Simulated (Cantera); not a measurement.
Input (Python, Cantera):

```python
import numpy as np
import cantera as ct

gas = ct.Solution("h2o2.yaml")
gas.TPX = 1248, 76000, {'H2': 1.9, 'O2': 1, 'N2': 7.2}
reactor = ct.IdealGasConstPressureReactor(gas, energy="off", clone=False)
net = ct.ReactorNet([reactor])
net.rtol, net.atol = 1e-08, 1e-18
show = ['H2', 'O2', 'O', 'H2O', 'OH', 'H2O2', 'H']
times = np.geomspace(0.0003, 200, 14)

steps = ct.SolutionArray(gas, extra=["t"])
rows = []
print(f"{'t/s':>10s}{'T/K':>9s}{'P/Pa':>11s}" + "".join(f"{s:>11s}" for s in show))
for t in times:
    while net.time < t:
        t_next = net.step()
        steps.append(gas.state, t=t_next)
    rows.append([np.interp(t, steps.t, y) for y in (steps.T, steps.P, *steps(*show).X.T)])
    print(f"{t:10.3e}{rows[-1][0]:9.1f}{rows[-1][1]:11.4g}" + "".join(f"{x:11.3e}" for x in rows[-1][2:]))
rate = np.gradient(steps.T, steps.t)
print("integrator steps:", len(steps.t))
if steps.T.max() > steps.T[0] + 200:
    print(f"time of steepest temperature rise: {steps.t[rate.argmax()]:.4e} s")
gas.TPX = 1248, 76000, {'H2': 1.9, 'O2': 1, 'N2': 7.2}
gas.equilibrate("TP")
print(f"equilibrium (TP): T = {gas.T:.1f} K  " + "  ".join(f"{s} {gas[s].X[0]:.3e}" for s in show))
```

It prints:

```
       t/s      T/K       P/Pa         H2         O2          O        H2O         OH       H2O2          H
 3.000e-04   1248.0    7.6e+04  8.630e-03  1.015e-02  7.364e-04  1.945e-01  1.236e-03  2.617e-06  4.394e-03
 8.416e-04   1248.0    7.6e+04  2.727e-03  6.756e-03  1.392e-04  2.040e-01  5.209e-04  1.645e-06  5.741e-04
 2.361e-03   1248.0    7.6e+04  6.935e-04  5.752e-03  2.639e-05  2.067e-01  2.234e-04  7.088e-07  6.211e-05
 6.624e-03   1248.0    7.6e+04  1.368e-04  5.507e-03  4.473e-06  2.074e-01  9.357e-05  2.094e-07  5.152e-06
 1.858e-02   1248.0    7.6e+04  2.223e-05  5.465e-03  7.888e-07  2.076e-01  4.046e-05  5.133e-08  3.700e-07
 5.213e-02   1248.0    7.6e+04  3.656e-06  5.461e-03  1.670e-07  2.076e-01  1.887e-05  1.268e-08  2.964e-08
 1.462e-01   1248.0    7.6e+04  8.050e-07  5.462e-03  4.487e-08  2.076e-01  9.806e-06  3.629e-09  3.545e-09
 4.103e-01   1248.0    7.6e+04  2.561e-07  5.463e-03  1.515e-08  2.076e-01  5.697e-06  1.262e-09  6.735e-10
 1.151e+00   1248.0    7.6e+04  1.278e-07  5.464e-03  7.115e-09  2.076e-01  3.902e-06  6.035e-10  2.341e-10
 3.229e+00   1248.0    7.6e+04  1.081e-07  5.464e-03  5.711e-09  2.076e-01  3.495e-06  4.874e-10  1.781e-10
 9.058e+00   1248.0    7.6e+04  1.077e-07  5.464e-03  5.681e-09  2.076e-01  3.485e-06  4.848e-10  1.770e-10
 2.541e+01   1248.0    7.6e+04  1.077e-07  5.464e-03  5.681e-09  2.076e-01  3.485e-06  4.848e-10  1.770e-10
 7.129e+01   1248.0    7.6e+04  1.077e-07  5.464e-03  5.681e-09  2.076e-01  3.485e-06  4.848e-10  1.770e-10
 2.000e+02   1248.0    7.6e+04  1.077e-07  5.464e-03  5.681e-09  2.076e-01  3.485e-06  4.848e-10  1.770e-10
integrator steps: 2161
equilibrium (TP): T = 1248.0 K  H2 1.077e-07  O2 5.464e-03  O 5.681e-09  H2O 2.076e-01  OH 3.485e-06  H2O2 4.848e-10  H 1.770e-10
```

Model: the H2/O2 subset of GRI-Mech 3.0, which has no nitrogen chemistry, integrated in Cantera. The temperature is held fixed by assumption; the heat of reaction is taken as removed at once.
